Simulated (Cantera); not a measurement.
An isothermal, constant-pressure homogeneous reactor starts with C2H6 : N2 = 1 : 20 (molar parts), at 1598 K and 13300 Pa. Integrator tolerance rtol = 1e-08.

Detailed kinetics in Cantera: GRI-Mech 3.0 (53 species, 325 reactions). GRI-Mech 3.0 stops at C3 and has no aromatics, soot or wall deposition, so with more carbon than oxygen in the feed, carbon stays in small species such as C2H2 where larger ones or solid carbon would form.

| quantity | before | after |
|---|---|---|
| x(C2H6) at 50.0 s | 3.16e-9 (gas-phase equilibrium 9.12e-10) | 1.49e-9 (gas-phase equilibrium 2.11e-10) |
| x(CH4) at 50.0 s | 0.000245 (gas-phase equilibrium 0.000127) | 0.000187 (gas-phase equilibrium 6.13e-5) |
| x(C2H4) at 50.0 s | 5.61e-5 (gas-phase equilibrium 1.84e-5) | 2.70e-5 (gas-phase equilibrium 8.85e-6) |
| x(CH2) at 50.0 s | 1.15e-9 (gas-phase equilibrium 5.98e-10) | 1.83e-9 (gas-phase equilibrium 5.99e-10) |
| x(C2H2) at 50.0 s | 0.0433 (gas-phase equilibrium 0.0142) | 0.0434 (gas-phase equilibrium 0.0142) |

### Question
What was changed between the two runs?
A. pressure from 13300 Pa to 6400 Pa
B. temperature 1598 to 1748 K
C. pressure from 13300 Pa to 180 Pa
D. C2H6 1 to 2.6 parts

### Answer
A, pressure from 13300 Pa to 6400 Pa
